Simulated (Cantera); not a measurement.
Input: 1 mol Si, 0.3 mol O₂, 8.8 mol N₂, 0.0014 mol H₂O, equilibrated at 1250 K.

These are equilibrium values from Cantera (NASA tables, ideal gas, pure condensed phases), not measurements of a reactor. Candidate condensed phases: H₂O, Si, SiO₂, Si₂N₂O, Si₃N₄; 35 gas species. N₂ is the only nitrogen source here; it is nearly inert below about 1500 K, so the nitride shown seldom forms there in practice. Mutual solubility and eutectic melting of coexisting phases are not modelled. The tables hold silica as quartz up to 1696 K and as liquid above; real silica turns to tridymite and cristobalite and melts near 1996 K. Kinetics and transport are ignored.

x: gas mole fraction; n: condensed amount in mol.

```tsv
P (Pa)	x N₂	x SiO	x H₂	x H	n Si₂N₂O(s)	n SiO₂(β-quartz)
0.100	0.976	0.0236	0.000160	[?]	0.399	0
1	0.997	0.00320	0.000166	[?]	0.457	0.0587
10	1.000	0.000149	0.000168	[?]	0.466	0.0672
100	1.000	6.90e-6	0.000168	[?]	0.466	0.0676
1000	1.000	3.20e-7	0.000168	[?]	0.466	0.0676
10000	1.000	1.49e-8	0.000168	[?]	0.466	0.0676
100000	1.000	6.90e-10	0.000168	[?]	0.466	0.0676
1000000	1.000	3.20e-11	0.000168	[?]	0.466	0.0676
```

**Question.** Complete the blanks.

**Answer.** 
- 0.100, x H: 6.11e-6
- 1, x H: 1.97e-6
- 10, x H: 6.26e-7
- 100, x H: 1.98e-7
- 1000, x H: 6.26e-8
- 10000, x H: 1.98e-8
- 100000, x H: 6.26e-9
- 1000000, x H: 1.98e-9
